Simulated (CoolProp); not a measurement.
Vapour-liquid equilibrium of dimethyl ether (1) + methanol (2) at 290.2 K; x and y are mole fractions of (1).

Computed with CoolProp (multi-fluid Helmholtz-energy mixture model, Wu 2011 and de Reuck 1993; pair parameters Bell 2016).

```
x     bubble pressure (MPa)  y at the bubble point  dew pressure at overall composition x (MPa)  liquid density (mol/L)
----  ---------------------  ---------------------  -------------------------------------------  ----------------------
0.05                0.06067                  0.822                                          [?]                   24.11
0.15                 0.1440                    [?]                                      0.01305                   22.87
0.25                 0.2078                  0.953                                      0.01477                   21.70
0.35                 0.2558                  0.964                                      0.01701                   20.59
0.45                 0.2923                  0.970                                      0.02006                   19.55
0.55                    [?]                  0.975                                      0.02445                   18.56
0.65                 0.3483                  0.979                                      0.03131                   17.62
0.75                 0.3754                  0.983                                      0.04353                     [?]
0.85                 0.4062                  0.988                                      0.07139                   15.86
0.95                 0.4438                  0.995                                       0.1964                   15.03
```

Problem. Some entries are withheld; supply them.

Solution. 
- 0.05, dew pressure at overall composition x (MPa): 0.01168
- 0.15, y at the bubble point: 0.929
- 0.55, bubble pressure (MPa): 0.3218
- 0.75, liquid density (mol/L): 16.72

No azeotrope shows between x = 0.05 and 0.95.

Pair parameters are fitted to limited data, so mixtures are less certain than the pure fluids. With so large a gap from Raoult's law the liquid may split in two, which this calculation doesn't test in full.
